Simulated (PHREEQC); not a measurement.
Consider water at 9.7 °C with 0.0012 mol/kgw TMAH, 0.0022 mol/kgw K2SO4 and 0.11 mol/kgw CuSO4. Closed to the air; pH follows from the charge balance.

Equilibrium calculation in PHREEQC: ion-association model, wateq4f.dat.

```tsv
quantity	before	after
pH	5.39	5.68
ionic strength (mol/kgw)	0.236	0.00402
SO4-2 (mol/kgw)	0.0595	0.00101
```

### Question
Name the change that produced these shifts.
(A) 0.02 mol/kgw Ca(OH)2 added
(B) CuSO4 left out
(C) diluted 100-fold with water
(D) CuSO4 replaced by H2SO4 at the same molality
(E) K2SO4 replaced by KHCO3 at the same molality

### Answer
C, diluted 100-fold with water

This is a speciation only: nothing precipitates in the calculation. Some of these states are supersaturated (in Tenorite (slow to form), for instance). (CH3)4N+ isn't in the database: it is added as a free cation with an ion size of 4 Å. At this temperature some constants are extrapolated from 25 °C, and those without enthalpy data are left unchanged.
